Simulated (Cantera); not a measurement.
What does this Cantera script print?

```python
import numpy as np
import cantera as ct

gas_names = """
    Electron H H+ H- HO2 H2 H2+ H2- H2O H2O+ H2O2 H2S H2SO4 H3O+ O O+ O- OH OH+ OH- O2 O2+ O2- O3 S S+
    S- SH SO SO2 SO3 S2 S2O S8
""".split()
cond_names = """
    H2O(s) H2O(L) H2SO4(L) S(cr1) S(cr2) S(L)
""".split()


# ... load() reads the species with a 1 bar reference pressure and builds the phases ...
atoms = {
    'H2S': {'H': 2, 'S': 1},
    'SO2': {'S': 1, 'O': 2},
    'O2': {'O': 2},
}
top_T = {}  # K; cautious upper limits of use, not melting points


# ... equilibrate(T, P, feed) seeds the gas with the atoms and calls Mixture.equilibrate('TP', solver="vcs", rtol=1e-11, max_steps=5000) ...
results = []
feed = {'H2S': 1, 'SO2': 0.04, 'O2': 0.38}  # mol
P = 1000  # Pa
for T in [2000, 2500, 3000, 3500, 4000, 4500, 5000]:
    mix = equilibrate(T, P, feed)
    results.append((T, P, feed, dict(zip(mix.species_names, mix.species_moles))))

top = {s: max(r[3][s] / sum(r[3][g] for g in gas_names) for r in results) for s in gas_names}
cols = sorted((s for s in top if top[s] > 0.001), key=lambda s: -top[s])[:7]
seen = [c for c in cond_names if any(r[3].get(c, 0) > 1e-12 for r in results)]
print("log10 of partial pressures in bar; condensed amounts in mol")
print(f"{'T/K':>10s}" + "".join(f"{s[:9]:>10s}" for s in cols + seen))
for T, P, feed, n in results:
    ng = sum(n[g] for g in gas_names)
    print(f"{T:10.4g}" + "".join(f"{np.log10(max(n[s] / ng * P / 1e5, 1e-99)):10.3f}" for s in cols)
          + "".join(f"{n.get(c, 0):10.4g}" for c in seen))
```

It prints:

```
log10 of partial pressures in bar; condensed amounts in mol
       T/K         H        H2         S       H2O         O        S2        SO
      2000    -4.031    -2.484    -3.836    -2.604    -6.834    -2.677    -3.193
      2500    -2.861    -2.522    -2.939    -2.981    -4.524    -3.162    -2.771
      3000    -2.349    -3.095    -2.703    -3.865    -3.065    -4.212    -2.937
      3500    -2.292    -4.126    -2.589    -5.798    -2.702    -5.074    -3.793
      4000    -2.289    -4.982    -2.574    -7.572    -2.669    -5.865    -4.746
      4500    -2.288    -5.654    -2.572    -8.980    -2.665    -6.502    -5.522
      5000    -2.288    -6.193    -2.573   -10.112    -2.665    -7.018    -6.148
```

Cantera equilibrium calculation (NASA polynomials, part measured and part estimated; ideal gas, pure solids and liquids).
